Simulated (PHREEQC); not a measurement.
1 kg of water holding 0.021 mol NaCl, 0.12 mol Na2SO4 and 0.0057 mol Na2CO3 is evaporated at 25 °C; the solids stay in contact with the brine. CO2 from the air is kept out. Only these solids could form: Burkeite, Halite, Mirabilite, Nahcolite, Natron, Thenardite, Trona.

The series has 24 steps of water left (kg), from 1 to 0.008202.

The numbers come from PHREEQC with the Pitzer model, pitzer.dat.

Task: Which solids form, in which order, and at which step of the series does each first stand?

Result: Mirabilite from water left = 0.06329 kg (pH 11.05); Thenardite from water left = 0.008202 kg (pH 11.44).
